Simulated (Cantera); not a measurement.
**Hydrogen reduction and annealing atmospheres: V₂O₃ + H₂**

Charge: 1 mol V₂O₃, 1700 mol H₂, at 12.8 Torr.

Equilibrium computed with Cantera from the NASA thermochemical tables; the gas is ideal and each condensed phase is pure. Candidate condensed phases: H₂O, V, VO, V₂O₃, V₂O₄, V₂O₅; 12 gas species. Mutual solubility and eutectic melting of coexisting phases are not modelled. VO: taken at fixed stoichiometry. Condensed phases not in the tables: the oxides between V₂O₃ and V₂O₅ other than VO₂. Kinetics and transport are ignored.

At 927 °C the condensed part is VO(s) + V₂O₃(s). From 1027 °C to 1727 °C the condensed part is VO(s).

```json
[
 {"T (°C)": "927", "x H₂": "1.000", "x H": "1.51e-6", "x H₂O": "0.000451", "x VO": "<1e-12", "x V": "<1e-12", "n VO(s)": "1.53", "n V₂O₃(s)": "0.234"},
 {"T (°C)": "1027", "x H₂": "0.999", "x H": "8.48e-6", "x H₂O": "0.000588", "x VO": "4.26e-12", "x V": "<1e-12", "n VO(s)": "2.00", "n V₂O₃(s)": "0"},
 {"T (°C)": "1127", "x H₂": "0.999", "x H": "3.73e-5", "x H₂O": "0.000588", "x VO": "1.48e-10", "x V": "2.34e-12", "n VO(s)": "2.00", "n V₂O₃(s)": "0"},
 {"T (°C)": "1227", "x H₂": "0.999", "x H": "0.000135", "x H₂O": "0.000588", "x VO": "3.13e-9", "x V": "1.14e-10", "n VO(s)": "2.00", "n V₂O₃(s)": "0"},
 {"T (°C)": "1327", "x H₂": "0.999", "x H": "0.000417", "x H₂O": "0.000588", "x VO": "4.46e-8", "x V": "3.36e-9", "n VO(s)": "2.00", "n V₂O₃(s)": "0"},
 {"T (°C)": "1427", "x H₂": "0.998", "x H": "0.00113", "x H₂O": "0.000588", "x VO": "4.58e-7", "x V": "6.57e-8", "n VO(s)": "2.00", "n V₂O₃(s)": "0"},
 {"T (°C)": "1527", "x H₂": "0.997", "x H": "0.00274", "x H₂O": "0.000587", "x VO": "3.58e-6", "x V": "9.13e-7", "n VO(s)": "1.99", "n V₂O₃(s)": "0"},
 {"T (°C)": "1627", "x H₂": "0.993", "x H": "0.00607", "x H₂O": "0.000591", "x VO": "2.23e-5", "x V": "9.41e-6", "n VO(s)": "1.94", "n V₂O₃(s)": "0"},
 {"T (°C)": "1727", "x H₂": "0.987", "x H": "0.0124", "x H₂O": "0.000637", "x VO": "0.000114", "x V": "7.07e-5", "n VO(s)": "1.65", "n V₂O₃(s)": "0"}
]
```
x: gas mole fraction; n: condensed amount in mol.
